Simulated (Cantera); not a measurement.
A perfectly stirred reactor is fed with 0.901 % C₂H₆, 99.1 % N₂, at 1.50 Torr; it is held at 1675 K, and followed from long to short residence time.

Detailed kinetics in Cantera: GRI-Mech 3.0 (53 species, 325 reactions). GRI-Mech 3.0 stops at C3 and has no aromatics, soot or wall deposition, so with more carbon than oxygen in the feed, carbon stays in small species such as C2H2 where larger ones or solid carbon would form. Radical loss at walls, strong at low pressure, is not modelled.

**Question.** Predict: x(C₂H₆) at τ = 11.0 s; x(CH₂) at τ = 11.0 s; x(H₂) at τ = 11.0 s; x(HCN) at τ = 11.0 s; x(CH₄) at τ = 11.0 s; x(C₂H₆) at τ = 43.0 ms; x(CH₂) at τ = 43.0 ms; x(H₂) at τ = 43.0 ms; x(HCN) at τ = 43.0 ms; x(CH₄) at τ = 43.0 ms.

**Answer.** 
```json
{
 "x(C₂H₆) at τ = 11.0 s": "4.20e-6",
 "x(CH₂) at τ = 11.0 s": "2.35e-6",
 "x(H₂) at τ = 11.0 s": "0.0167",
 "x(HCN) at τ = 11.0 s": "0.000283",
 "x(CH₄) at τ = 11.0 s": "0.000398",
 "x(C₂H₆) at τ = 43.0 ms": "0.000763",
 "x(CH₂) at τ = 43.0 ms": "2.09e-5",
 "x(H₂) at τ = 43.0 ms": "0.00931",
 "x(HCN) at τ = 43.0 ms": "1.96e-5",
 "x(CH₄) at τ = 43.0 ms": "0.00134"
}
```
